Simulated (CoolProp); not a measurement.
1,2-dichloroethane along the isobar 4.33 MPa: fugacity coefficient from the reference equation and from simpler models built on Tc = 561.6 K, pc = 5.226 MPa, ω = 0.269; each cubic takes its own stable root.

Computed with CoolProp (reference Helmholtz-energy equation of state, Thol 2015).

| T (K) | phase | reference |
|---|---|---|
| 264.1 | liquid | 0.0004326 |
| 285.5 | liquid | 0.001478 |
| 307 | liquid | 0.004152 |
| 328.4 | liquid | 0.009894 |
| 349.9 | liquid | 0.02080 |
| 371.3 | liquid | 0.03921 |
| 392.8 | liquid | 0.06792 |
| 414.2 | liquid | 0.1091 |
| 435.7 | liquid | 0.1650 |
| 457.1 | liquid | 0.2364 |
| 478.6 | liquid | 0.3241 |
| 500 | liquid | 0.4263 |

Problem. How far does each simpler model (Redlich-Kwong, Soave-Redlich-Kwong, Peng-Robinson) lie from the reference over these 12 states: mean and median of the absolute difference, and the worst?

Solution. 
- Redlich-Kwong: mean 85.2 %, median 68.8 %, worst +207.7 % at 264.1 K and 4.33 MPa
- Soave-Redlich-Kwong: mean 2.8 %, median 3.1 %, worst -5.3 % at 264.1 K and 4.33 MPa
- Peng-Robinson: mean 0.6 %, median 0.3 %, worst +3.0 % at 264.1 K and 4.33 MPa
